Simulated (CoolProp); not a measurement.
R1234ze(E) along the isotherm 129.45 °C: Z from the reference equation and from simpler models built on Tc = 109.4 °C, pc = 36.35 bar, ω = 0.313; each cubic takes its own stable root.

Computed with CoolProp (reference Helmholtz-energy equation of state, Thol 2016).

```csv
p (bar),phase,reference
1.14,gas,0.9907
2.27,gas,0.9813
3.41,gas,0.9718
4.54,gas,0.9623
5.68,gas,0.9526
6.82,gas,0.9429
7.95,gas,0.9331
9.09,gas,0.9231
10.2,gas,0.9132
11.4,gas,0.9025
12.5,gas,0.8925
13.6,gas,0.8823
14.8,gas,0.8711
15.9,gas,0.8607
17,gas,0.8502
18.2,gas,0.8385
```

Problem. How far does each simpler model (Pitzer virial, van der Waals, Redlich-Kwong, Soave-Redlich-Kwong, Peng-Robinson) lie from the reference over these 16 states: mean and median of the absolute difference, and the worst?

Solution. 
- Pitzer virial: mean 0.7 %, median 0.5 %, worst +1.9 % at 129.45 °C and 18.2 bar
- van der Waals: mean 0.8 %, median 0.9 %, worst +1.5 % at 129.45 °C and 18.2 bar
- Redlich-Kwong: mean 0.0 %, median 0.0 %, worst -0.1 % at 129.45 °C and 18.2 bar
- Soave-Redlich-Kwong: mean 0.3 %, median 0.3 %, worst +0.6 % at 129.45 °C and 18.2 bar
- Peng-Robinson: mean 0.7 %, median 0.7 %, worst -1.4 % at 129.45 °C and 18.2 bar
